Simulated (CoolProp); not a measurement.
Vapour-liquid equilibrium of propylene (1) + R114 (2) at 0.964 MPa; x and y are mole fractions of (1).

Model: multi-fluid Helmholtz-energy mixture model, Lemmon 2013 and Platzer 1990; pair parameters Bell 2016, in CoolProp. This equation is an older, rougher fit; its heat capacities, sound speeds and derivatives of the liquid may be far off and weren't checked against measurements.

Problem. Give the bubble temperature and the first vapour's composition at x = 0.05, 0.65, 0.8. Is there an azeotrope?

Solution. x = 0.05: 348.1 K, y = 0.151; x = 0.65: 302.3 K, y = 0.868; x = 0.8: 297.1 K, y = 0.926. No azeotrope shows between x = 0.05 and 0.95.

Pair parameters are fitted to limited data, so mixtures are less certain than the pure fluids.
